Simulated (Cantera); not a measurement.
Feed: 1 mol CCl4, 0.51 mol F2, 0.2 mol H2, equilibrated at 975 K and 10.0 mbar.

Cantera equilibrium calculation (NASA polynomials, part measured and part estimated; ideal gas, pure solids and liquids). Candidate condensed phases: C, C6H6, C7H8, C8H18; 118 gas species. Gases not in the tables: C2F6 and larger saturated fluorocarbons. The numbers say what is thermodynamically allowed, not how fast it happens.

Base state: Cl2 0.737, HCl 0.135, CF4 0.0898, HF 0.0275, CClF3 0.00810, Cl 0.00227, CCl2F2 0.000967, CCl3F 0.000116 (mole fractions); condensed: C(graphite).

Task: What changes in the equilibrium state with this change: H2 from 0.2 to 3.9 mol?

Result: 
```tsv
species	before	after
HCl	0.135	0.624
H2	<1e-9	0.217
HF	0.0275	0.159
Cl2	0.737	<1e-9
CF4	0.0898	<1e-9
CClF3	0.00810	<1e-9
CCl2F2	0.000967	<1e-9
C(graphite), mol	0.755	1.000
```
